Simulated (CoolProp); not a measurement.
The numbers come from the reference Helmholtz-energy equation of state, Tillner-Roth 1997 in CoolProp.

Problem. Give the vapour pressure (bar), liquid density (kg/m³), vapour viscosity (µPa s) of saturated CH2F2 (R32) at -38.25, -13.05, -9.85 °C.

Solution. 
| T (°C) | p (bar) | liquid density (kg/m³) | vapour viscosity (µPa s) |
|---|---|---|---|
| -38.25 | 1.92 | 1180 | 10.5 |
| -13.05 | 5.23 | 1100 | 11.7 |
| -9.85 | 5.86 | 1090 | 11.8 |

Viscosity comes from a separate model (Bell 2016), an estimate that may be off by 10 % or more.
